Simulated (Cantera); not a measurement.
Feed: 1 mol SiH4, 5.7 mol NH3, at 1673 K and 10000 Pa.

These are equilibrium values from Cantera (NASA tables, ideal gas, pure condensed phases), not measurements of a reactor. Candidate condensed phases: Si, Si3N4; 18 gas species. Equilibrium is a limit: real reactors are often held back by kinetics, nucleation or transport.

Task: What is the equilibrium state?

Result: 
```json
{
 "x(H2)": "0.828",
 "x(N2)": "0.171",
 "x(H)": "0.000328",
 "x(SiH2)": "1.37e-6",
 "x(NH3)": "1.21e-6",
 "n(Si3N4(s))": "0.333 mol",
 "gas_amount": "12.74 mol",
 "log10 activity of Si(s) (absent)": "-0.82"
}
```
